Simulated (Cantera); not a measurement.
A Cantera script and what it prints.

```python
import numpy as np
import cantera as ct

gas_names = """
    B BH BH2 BH3 BN BO BO2 B2 B2O B2O2 B2O3 B3O3H3 H HBO HBO2 HNO HNO2 HNO3 HO2 H2 H2O H2O2 H3B3O6 N NH
    NH2 NH3 NH2OH NO NO2 NO3 N2 N2H2 N2H4 N2O O OH O2 O3
""".split()
cond_names = """
    B(b) B(L) BN(s) B2O3(L) B3O3H3(cr) H2O(s) H2O(L)
""".split()


# ... load() reads the species with a 1 bar reference pressure and builds the phases ...
atoms = {
    'borazine': {'B': 3, 'N': 3, 'H': 6},
    'H2O': {'H': 2, 'O': 1},
    'H2': {'H': 2},
}
top_T = {'BN(s)': 3200}  # K; cautious upper limits of use, not melting points


# ... equilibrate(T, P, feed) seeds the gas with the atoms and calls Mixture.equilibrate('TP', solver="vcs", rtol=1e-11, max_steps=5000) ...
results = []
feed = {'borazine': 1, 'H2O': 0.13, 'H2': 63}  # mol
P = 36000  # Pa
for T in [800, 875, 950, 1025, 1100, 1175, 1250, 1325, 1400, 1475, 1550, 1625, 1700]:
    mix = equilibrate(T, P, feed)
    results.append((T, P, feed, dict(zip(mix.species_names, mix.species_moles))))

top = {s: max(r[3][s] / sum(r[3][g] for g in gas_names) for r in results) for s in gas_names}
cols = sorted((s for s in top if top[s] > 0.0001), key=lambda s: -top[s])[:9]
seen = [c for c in cond_names if any(r[3].get(c, 0) > 1e-12 for r in results)]
print("log10 of partial pressures in bar; condensed amounts in mol")
print(f"{'T/K':>10s}" + "".join(f"{s[:9]:>10s}" for s in cols + seen))
for T, P, feed, n in results:
    ng = sum(n[g] for g in gas_names)
    print(f"{T:10.4g}" + "".join(f"{np.log10(max(n[s] / ng * P / 1e5, 1e-99)):10.3f}" for s in cols)
          + "".join(f"{n.get(c, 0):10.4g}" for c in seen))
```

Result:

```
log10 of partial pressures in bar; condensed amounts in mol
       T/K        H2       HBO        N2       H2O      HBO2         H     BN(s)   B2O3(L)
       800    -0.444   -12.315    -3.783    -3.700    -8.733   -11.760     2.938     0.031
       875    -0.444   -10.660    -3.777    -3.701    -7.741   -10.522     2.938   0.03107
       950    -0.444    -9.272    -3.772    -3.707    -6.915    -9.477     2.937   0.03126
      1025    -0.444    -8.093    -3.767    -3.717    -6.218    -8.583     2.937   0.03149
      1100    -0.444    -7.078    -3.763    -3.729    -5.623    -7.810     2.936   0.03159
      1175    -0.444    -6.196    -3.760    -3.742    -5.109    -7.134     2.936   0.03124
      1250    -0.444    -5.423    -3.759    -3.757    -4.662    -6.538     2.936   0.02967
      1325    -0.444    -4.740    -3.760    -3.772    -4.270    -6.008     2.936    0.0251
      1400    -0.444    -4.132    -3.758    -3.787    -3.923    -5.535     2.936   0.01332
      1475    -0.445    -3.685    -3.701    -3.869    -3.779    -5.109     2.927         0
      1550    -0.445    -3.440    -3.601    -4.077    -3.940    -4.724     2.908         0
      1625    -0.445    -3.284    -3.524    -4.340    -4.228    -4.374      2.89         0
      1700    -0.445    -3.208    -3.481    -4.658    -4.632    -4.054     2.878         0
```

Method: chemical equilibrium by Gibbs-energy minimisation in Cantera with the NASA 1993 tables (ideal gas, pure condensed phases). The feed counts by its element totals alone. Mutual solubility and eutectic melting of coexisting phases are not modelled. Gases not in the tables: H3BO3.
